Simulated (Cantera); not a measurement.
Cantera run:

```python
import numpy as np
import cantera as ct

gas_names = """
    C CH CH2 CH3 CH2OH CH3O CH4 CH3OH CO CO2 COOH C2 C2H CHCO,ketyl C2H2,acetylene C2H2,vinylidene
    CH2CO,ketene C2H3,vinyl CH3CO,acetyl C2H4 C2H4O,ethylen CH3CHO,ethanal CH3COOH (HCOOH)2 C2H5 C2H6
    CH3OCH3 C2H5OH C2O C3 C3H3,propargyl C3H4,allene C3H4,propyne C3H4,cyclo- C3H5,allyl C3H6,propylene
    C3H6,cyclo- C3H6O C3H7,n-propyl C3H7,i-propyl C3H8 C3H8O,1propanol C3H8O,2propanol C3O2 C4 C4H2
    C4H4,1,3-cyclo- C4H6,butadiene C4H6,2-butyne C4H6,cyclo- C4H8,1-butene C4H8,cis2-buten
    C4H8,tr2-butene C4H8,isobutene C4H8,cyclo- (CH3COOH)2 C4H9,n-butyl C4H9,i-butyl C4H9,s-butyl
    C4H9,t-butyl C4H10,isobutane C4H10,n-butane C5 C5H6,1,3cyclo- C5H8,cyclo- C5H10,1-pentene
    C5H10,cyclo- C5H11,pentyl C5H11,t-pentyl C5H12,n-pentane C5H12,i-pentane CH3C(CH3)2CH3 C6H2
    C6H5,phenyl C6H5O,phenoxy C6H6 C6H5OH,phenol C6H10,cyclo- C6H12,1-hexene C6H12,cyclo- C6H13,n-hexyl
    C7H7,benzyl C7H8 C7H8O,cresol C7H14,1-heptene C7H15,n-heptyl C7H16,n-heptane C8H8,styrene
    C8H10,ethylbenz C8H16,1-octene C8H17,n-octyl C8H18,isooctane C8H18,n-octane C9H19,n-nonyl
    C10H8,naphthale C10H21,n-decyl C12H9,o-bipheny C12H10,bipheny H HCO HO2 H2 HCHO,formaldehy HCOOH H2O
    H2O2 O OH O2 O3
""".split()
cond_names = """
    C(gr) C6H6(L) C7H8(L) C8H18(L),n-octa H2O(s) H2O(L)
""".split()


def load(file, names, dense=False):
    # The tables refer to 1 bar. Condensed volumes are neglected.
    table = {s.name: s for s in ct.Species.list_from_file(file)}
    out = []
    for n in names:
        d = dict(table[n].input_data)
        d["thermo"] = dict(d["thermo"], **{"reference-pressure": 1e5})
        if dense:
            d["equation-of-state"] = {"model": "constant-volume", "density": "1e6 g/cm^3"}
        out.append(ct.Species.from_dict(d))
    return out


gas = ct.Solution(thermo="ideal-gas", species=load("nasa_gas.yaml", gas_names))
cond = {s.name: ct.Solution(thermo="fixed-stoichiometry", species=[s], name=s.name)
        for s in load("nasa_condensed.yaml", cond_names, dense=True)}
atoms = {
    'C2H2': {'C': 2, 'H': 2},
    'O2': {'O': 2},
    'H2': {'H': 2},
}
top_T = {'C(gr)': 4500}  # K; cautious upper limits of use, not melting points


def equilibrate(T, P, feed):
    n = {}
    for name, mol in feed.items():
        for a, k in atoms[name].items():
            n[a] = n.get(a, 0.0) + k * mol
    gas.TPX = T, P, n
    mass = sum(n.values()) * gas.mean_molecular_weight
    gas.equilibrate("TP")
    valid = [c for c in cond.values() if c.min_temp <= T <= top_T.get(c.name, c.max_temp)]
    mix = ct.Mixture([(gas, mass / gas.mean_molecular_weight)] + [(c, 0.0) for c in valid])
    mix.T, mix.P = T, P
    mix.equilibrate("TP", solver="vcs", rtol=1e-11, max_steps=5000)
    return mix


results = []
feed = {'C2H2': 1, 'O2': 0.99, 'H2': 1.5}  # mol
T = 1423.15  # K
P = 7600000  # Pa
mix = equilibrate(T, P, feed)
results.append((T, P, feed, dict(zip(mix.species_names, mix.species_moles))))
print(gas.report(threshold=0.001))
for i in range(1, mix.n_phases):
    print(f"{mix.phase(i).name:16s} {mix.phase_moles(i):12.5e} mol")
```

Result:

```
       temperature   1423.2 K
          pressure   7.6e+06 Pa
           density   9.738 kg/m^3
  mean mol. weight   15.161 kg/kmol
   phase of matter   gas

                          1 kg             1 kmol
                     ---------------   ---------------
          enthalpy       -2.0016e+06       -3.0347e+07  J
   internal energy        -2.782e+06        -4.218e+07  J
           entropy             12567        1.9053e+05  J/K
    Gibbs function       -1.9886e+07        -3.015e+08  J
 heat capacity c_p            2490.7             37763  J/K
 heat capacity c_v            1942.3             29449  J/K

                      mass frac. Y      mole frac. X     chem. pot. / RT
                     ---------------   ---------------   ---------------
               CH4          0.064728          0.061172           -31.887
                CO           0.76876           0.41612           -32.489
               CO2          0.051951          0.017897           -62.884
                H2          0.061152            0.4599           -14.897
               H2O          0.053279           0.04484           -45.292
     [ +105 minor]        0.00012846         6.773e-05

C(gr)             2.57767e-02 mol
```

These are equilibrium values from Cantera (NASA tables, ideal gas, pure condensed phases), not measurements of a reactor. The ideal-gas law is rough above about 30 bar.
